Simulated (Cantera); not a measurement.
Mixture: 5.00 % CH4, 20.0 % O2, 75.0 % N2, equivalence ratio 0.50, at 34.0 bar, adiabatic and at constant pressure. Ignition delay is the time to a rise of 400 K.

Computed with Cantera and GRI-Mech 3.0 (53 species, 325 reactions). The pressure lies above the range GRI-Mech 3.0 was tuned for (to about 10 atm).

Question: Predict: delay at 1200 K; delay at 1300 K; delay at 1400 K; delay at 1500 K; delay at 1600 K; delay at 1700 K; delay at 1800 K; apparent activation energy between 1600 and 1800 K.

Answer: 
```
Quantity                                                 Value
--------------------------------------------------  ----------
delay at 1200 K                                        1.06 ms
delay at 1300 K                                       0.334 ms
delay at 1400 K                                       0.123 ms
delay at 1500 K                                        51.0 µs
delay at 1600 K                                        23.0 µs
delay at 1700 K                                        11.1 µs
delay at 1800 K                                        5.76 µs
apparent activation energy between 1600 and 1800 K  170 kJ/mol
```
